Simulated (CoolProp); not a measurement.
m-xylene along the isotherm 516.4 K: fugacity coefficient from the reference equation and from simpler models built on Tc = 616.9 K, pc = 3535 kPa, ω = 0.326; each cubic takes its own stable root.

The numbers come from the reference Helmholtz-energy equation of state, Zhou 2012 in CoolProp.

```
p (kPa)   phase  reference
-------  ------  ---------
353         gas     0.9350
707         gas     0.8698
1060     liquid     0.7034
1410     liquid     0.5360
1770     liquid     0.4330
2120     liquid     0.3665
2470     liquid     0.3188
2830     liquid     0.2821
3180     liquid     0.2545
3530     liquid     0.2323
3890     liquid     0.2138
4240     liquid     0.1988
4590     liquid     0.1861
4950     liquid     0.1749
5300     liquid     0.1655
```

How far does each simpler model (van der Waals, Soave-Redlich-Kwong) lie from the reference over these 15 states: mean and median of the absolute difference, and the worst?


- van der Waals: mean 64.5 %, median 77.1 %, worst +88.9 % at 516.4 K and 5300 kPa
- Soave-Redlich-Kwong: mean 3.9 %, median 4.2 %, worst +5.9 % at 516.4 K and 5300 kPa

At some of these states van der Waals gives the other phase, because its saturation line lies elsewhere.
